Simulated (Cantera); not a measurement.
A perfectly stirred reactor is fed with 6.11 % CH₄, 2.20 % C₂H₆, 0.598 % C₃H₈, 19.0 % O₂, 72.0 % N₂, at 2.80 bar; it is adiabatic with a 700 K inlet, and is followed from long to short residence time, starting on the burning branch (τ in s: 0.094, 0.036, 0.013, 0.005, 0.0019, 0.00071, 0.00027, 0.0001, 3.8e-05, 1.4e-05).

Model: GRI-Mech 3.0 (53 species, 325 reactions), integrated in Cantera.

x: mole fraction; the columns are a selection and need not sum to one.

```
τ (s)    T (K)     x CH₄   x C₂H₆   x C₃H₈    x H₂   x CO₂
-------  -----  --------  -------  -------  ------  ------
0.094     2423   1.77e-6  2.23e-8  7.27e-9  0.0233  0.0647
0.036     2419   3.94e-6  5.73e-8  1.82e-8  0.0234  0.0645
0.013     2411   8.16e-6  1.53e-7  4.65e-8  0.0235  0.0642
0.0050    2396       [?]      [?]      [?]  0.0239  0.0636
0.0019    2373   2.59e-5  9.27e-7  2.41e-7  0.0245  0.0626
0.00071   2338       [?]      [?]      [?]  0.0254  0.0610
0.00027   2294   9.50e-5  5.52e-6  1.22e-6  0.0265  0.0587
0.00010   2237  0.000218  1.44e-5  2.99e-6  0.0278  0.0551
3.8e-5    2165  0.000613  4.26e-5  8.50e-6  0.0292  0.0483
1.4e-5     700    0.0611   0.0220  0.00598  <1e-12  <1e-12
```

Question: Fill in the missing entries.

Answer: 
- 0.0050, x CH₄: 1.47e-5
- 0.0050, x C₂H₆: 3.78e-7
- 0.0050, x C₃H₈: 1.07e-7
- 0.00071, x CH₄: 4.79e-5
- 0.00071, x C₂H₆: 2.27e-6
- 0.00071, x C₃H₈: 5.42e-7
